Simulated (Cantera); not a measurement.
Input: 1 mol Al₂O₃, 0.11 mol H₂O, equilibrated at 2523.15 K and 6400 Pa.

Method: chemical equilibrium by Gibbs-energy minimisation in Cantera with the NASA 1993 tables (ideal gas, pure condensed phases). Candidate condensed phases: Al, Al₂O₃, H₂O; 19 gas species. The tables' values for AlOH are old estimates; treat these amounts as uncertain. Gases not in the tables: Al(OH)₃. The numbers say what is thermodynamically allowed, not how fast it happens.

Base state: H₂O 0.757, H₂ 0.101, OH 0.0557, O₂ 0.0389, H 0.0349, O 0.0126, AlO₂H 0.000288, AlOH 1.03e-5 (mole fractions); condensed: Al₂O₃(l).

**Question.** What changes in the equilibrium state with this change: 0.0016 mol Cl₂ added?

**Answer.** 
```tsv
species	before	after
H₂O	0.757	0.735
H₂	0.101	0.0954
OH	0.0557	0.0557
HCl	0	0.0206
O₂	0.0389	0.0409
H	0.0349	0.0340
O	0.0126	0.0130
AlO₂H	0.000288	0.000284
Cl	0	0.00516
AlOCl	0	3.41e-5
AlOH	1.03e-5	9.90e-6
Al₂O₃(l), mol	1.000	1.000
```
Further candidate phases: AlCl₃.
